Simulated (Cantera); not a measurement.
Ignition delay

Mixture: CH₄ : CO : O₂ : N₂ : H₂O = 1 : 0.22 : 1.05 : 3.97 : 0.51 (molar parts), equivalence ratio 2.0, at 4.10 bar, adiabatic and at constant volume. Ignition delay is the time to a rise of 400 K.

Cantera simulation using GRI-Mech 3.0 (53 species, 325 reactions); the numbers are that mechanism's predictions, not measurements.

```
T0 (K)  delay (ms)
------  ----------
1173          37.9
1223          18.9
1273          9.75
1323          5.19
1373          2.82
1423          1.57
1473         0.892
1523         0.516
1573         0.306
1623         0.185
```

```yaml
apparent activation energy between 1523 and 1623 K: 210 kJ/mol
```
